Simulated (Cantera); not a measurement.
An isothermal, constant-pressure homogeneous reactor starts with 59.9 % NO, 40.1 % N₂, at 1550 K and 30.8 Torr.

Detailed kinetics in Cantera: GRI-Mech 3.0 (53 species, 325 reactions). Radical loss at walls, strong at low pressure, is not modelled.

x: mole fraction; the columns are a selection and need not sum to one.

```json
[
 {"t (s)": "2.00e-5", "x NO": "0.599", "x N₂O": "5.04e-9", "x O₂": "<1e-12", "x N₂": "0.401", "x NO₂": "1.03e-11", "x O": "5.03e-9"},
 {"t (s)": "8.66e-5", "x NO": "0.599", "x N₂O": "2.18e-8", "x O₂": "2.13e-12", "x N₂": "0.401", "x NO₂": "1.92e-10", "x O": "2.16e-8"},
 {"t (s)": "0.000375", "x NO": "0.599", "x N₂O": "9.45e-8", "x O₂": "3.93e-11", "x N₂": "0.401", "x NO₂": "3.53e-9", "x O": "9.10e-8"},
 {"t (s)": "0.00162", "x NO": "0.599", "x N₂O": "4.09e-7", "x O₂": "6.90e-10", "x N₂": "0.401", "x NO₂": "6.07e-8", "x O": "3.49e-7"},
 {"t (s)": "0.00702", "x NO": "0.599", "x N₂O": "1.76e-6", "x O₂": "1.16e-8", "x N₂": "0.401", "x NO₂": "8.22e-7", "x O": "9.58e-7"},
 {"t (s)": "0.0304", "x NO": "0.599", "x N₂O": "7.43e-6", "x O₂": "2.23e-7", "x N₂": "0.401", "x NO₂": "6.20e-6", "x O": "1.41e-6"},
 {"t (s)": "0.132", "x NO": "0.599", "x N₂O": "2.90e-5", "x O₂": "4.82e-6", "x N₂": "0.401", "x NO₂": "2.67e-5", "x O": "2.01e-6"},
 {"t (s)": "0.570", "x NO": "0.598", "x N₂O": "[?]", "x O₂": "[?]", "x N₂": "0.401", "x NO₂": "[?]", "x O": "[?]"},
 {"t (s)": "2.47", "x NO": "0.598", "x N₂O": "0.000117", "x O₂": "0.000542", "x N₂": "0.402", "x NO₂": "6.37e-5", "x O": "3.24e-6"},
 {"t (s)": "10.7", "x NO": "0.593", "x N₂O": "0.000115", "x O₂": "0.00263", "x N₂": "0.404", "x NO₂": "8.00e-5", "x O": "3.77e-6"},
 {"t (s)": "46.2", "x NO": "0.576", "x N₂O": "0.000107", "x O₂": "[?]", "x N₂": "0.413", "x NO₂": "[?]", "x O": "[?]"},
 {"t (s)": "200", "x NO": "0.509", "x N₂O": "8.08e-5", "x O₂": "0.0449", "x N₂": "0.446", "x NO₂": "0.000214", "x O": "9.02e-6"}
]
```

### Question
What belongs in the gaps?

### Answer

- 0.570, x N₂O: 8.31e-5
- 0.570, x O₂: 7.60e-5
- 0.570, x NO₂: 5.46e-5
- 0.570, x O: 2.82e-6
- 46.2, x O₂: 0.0114
- 46.2, x NO₂: 0.000128
- 46.2, x O: 5.38e-6
